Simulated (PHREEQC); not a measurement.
Solution (25 °C): 11 mmol/kgw HF, 1.1 mmol/kgw NH4F and 0.099 mmol/kgw H4SiO4. Closed to the air; pH follows from the charge balance.

Equilibrium calculation in PHREEQC: ion-association model, phreeqc.dat.

| quantity | before | after |
|---|---|---|
| pH | 2.69 | 2.61 |
| ionic strength (mol/kgw) | 0.00334 | 0.00267 |
| HF (mol/kgw) | 0.00837 | 0.00796 |
| F- (mol/kgw) | 0.00295 | 0.00230 |
| HF2- (mol/kgw) | 9.47e-5 | 7.04e-5 |
| H4SiO4 (mol/kgw) | 6.85e-9 | 1.38e-8 |
| SI of Quartz (SiO2) | -4.18 | -3.88 |

Problem. Name the change that produced these shifts.
A) NH4F left out
B) H4SiO4 from 9.9e-05 to 0.000495 mol/kgw
C) HF from 0.011 to 0.0165 mol/kgw
D) HF left out
E) NH4F from 0.0011 to 0.00055 mol/kgw

Solution. A, NH4F left out

This is a speciation only: nothing precipitates in the calculation. SiF6-2 is the database's only silicon fluoride.
